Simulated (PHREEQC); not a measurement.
A solution holds 0.057 mol/kgw H2SO4, 4.9e-05 mol/kgw Fe(NO3)3 and 0.034 mol/kgw H3BO3, at 25 °C. It is in equilibrium with CO2 at log p = -3.4 (atm). Otherwise closed; pH follows from the charge balance.

Computed with PHREEQC (ion-association model, phreeqc.dat).

```json
{
  "pH": "1.22",
  "ionic_strength": "0.0865 mol/kgw",
  "specific_conductance": "24600 µS/cm",
  "density": "1.001 g/cm³",
  "total_alkalinity": "-114 meq/kg"
}
```

```json
[
 {"species": "H+", "molality": "0.0717", "activity": "0.0597", "log γ": "-0.080"},
 {"species": "HSO4-", "molality": "0.0422", "activity": "0.0333", "log γ": "-0.103"},
 {"species": "H3BO3", "molality": "0.0340", "activity": "0.0347", "log γ": "0.009"},
 {"species": "SO4-2", "molality": "0.0147", "activity": "0.00575", "log γ": "-0.408"},
 {"species": "NO3-", "molality": "0.000147", "activity": "0.000112", "log γ": "-0.116"},
 {"species": "FeSO4+", "molality": "3.22e-5", "activity": "2.55e-5", "log γ": "-0.101"},
 {"species": "CO2", "molality": "1.33e-5", "activity": "1.36e-5", "log γ": "0.009"},
 {"species": "FeHSO4+2", "molality": "1.05e-5", "activity": "4.07e-6", "log γ": "-0.411"},
 {"species": "Fe(SO4)2-", "molality": "4.06e-6", "activity": "3.21e-6", "log γ": "-0.103"}
]
```

Precipitation was switched off in this run.
